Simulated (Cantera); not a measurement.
Charge: 1 mol Si3N4, 0.017 mol O2, 150 mol H2, equilibrated at 0.750 Torr.

These are equilibrium values from Cantera (NASA tables, ideal gas, pure condensed phases), not measurements of a reactor. Candidate condensed phases: H2O, Si, SiO2, Si2N2O, Si3N4; 35 gas species. Gases not in the tables: Si2H6 and higher silanes. Kinetics and transport are ignored. All values below are at 1577 °C.

Base state: H2 0.963, H 0.0167, N2 0.0129, Si 0.00645, SiO 0.000220, SiH 0.000198, Si2 4.51e-5, SiH2 4.06e-5 (mole fractions); condensed: Si(l).

Problem. What changes in the equilibrium state with this change: pressure from 0.750 Torr to 5.55 Torr?

Solution. 
| species | before | after |
|---|---|---|
| H2 | 0.963 | 0.979 |
| N2 | 0.0129 | 0.0131 |
| H | 0.0167 | 0.00620 |
| Si | 0.00645 | 0.000871 |
| Si3 | 1.04e-5 | 1.41e-6 |
| Si2 | 4.51e-5 | 6.10e-6 |
| Si2N | 1.36e-5 | 5.01e-6 |
| SiH | 0.000198 | 7.36e-5 |
| SiH2 | 4.06e-5 | 4.13e-5 |
| Si(l), mol | 1.91 | 2.81 |

Problem. What changes in the equilibrium state with this change: pressure from 0.750 Torr to 75.0 Torr?

Solution. 
| species | before | after |
|---|---|---|
| H2 | 0.963 | 0.985 |
| N2 | 0.0129 | 0.0131 |
| H | 0.0167 | 0.00169 |
| Si | 0.00645 | 6.45e-5 |
| SiO | 0.000220 | 0.000223 |
| Si2 | 4.51e-5 | 4.51e-7 |
| Si3 | 1.04e-5 | 1.04e-7 |
| Si(l), mol | 1.91 | 2.95 |
